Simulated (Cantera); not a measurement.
What does this Cantera script print?

```python
import numpy as np
import cantera as ct

gas_names = """
    H H2 Si SiH SiH2 SiH3 SiH4 Si2 Si3
""".split()
cond_names = """
    Si(cr) Si(L)
""".split()


# ... load() reads the species with a 1 bar reference pressure and builds the phases ...
atoms = {
    'Si': {'Si': 1},
    'H2': {'H': 2},
}
top_T = {}  # K; cautious upper limits of use, not melting points


# ... equilibrate(T, P, feed) seeds the gas with the atoms and calls Mixture.equilibrate('TP', solver="vcs", rtol=1e-11, max_steps=5000) ...
results = []
feed = {'Si': 1, 'H2': 4}  # mol
T = 1173  # K
P = 13332.2  # Pa
mix = equilibrate(T, P, feed)
results.append((T, P, feed, dict(zip(mix.species_names, mix.species_moles))))
x = sorted(zip(gas.X, gas.species_names), reverse=True)
print(f"T = {T:g} K  P = {P:g} Pa  gas = {mix.phase_moles(0):.4g} mol")
print("   x: " + "  ".join(f"{s} {v:.3e}" for v, s in x if v > 1e-05))
print("   condensed (mol): " + ("  ".join(f"{mix.phase(i).name} {mix.phase_moles(i):.4g}"
      for i in range(1, mix.n_phases) if mix.phase_moles(i) > 1e-12) or "none"))
```

Output:

```
T = 1173 K  P = 13332.2 Pa  gas = 4 mol
   x: H2 1.000e+00
   condensed (mol): Si(cr) 1
```

These are equilibrium values from Cantera (NASA tables, ideal gas, pure condensed phases), not measurements of a reactor.
